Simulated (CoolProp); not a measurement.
R22 at 298.15 K and 0.109 MPa is throttled through a valve to 0.0364 MPa with no heat exchange. Each further row changes one setting.

Computed with CoolProp (reference Helmholtz-energy equation of state, Kamei 1995).

```
case                        temperature change (K)  final density (kg/m³)
--------------------------  ----------------------  ---------------------
as stated                                      ___                    ___
outlet pressure 0.0109 MPa                     ___                    ___
outlet pressure 0.0473 MPa                     ___                    ___
```

**Question.** What belongs in the gaps?

**Answer.** 
- as stated, temperature change (K): -1.6
- as stated, final density (kg/m³): 1.28
- outlet pressure 0.0109 MPa, temperature change (K): -2.1
- outlet pressure 0.0109 MPa, final density (kg/m³): 0.384
- outlet pressure 0.0473 MPa, temperature change (K): -1.3
- outlet pressure 0.0473 MPa, final density (kg/m³): 1.67
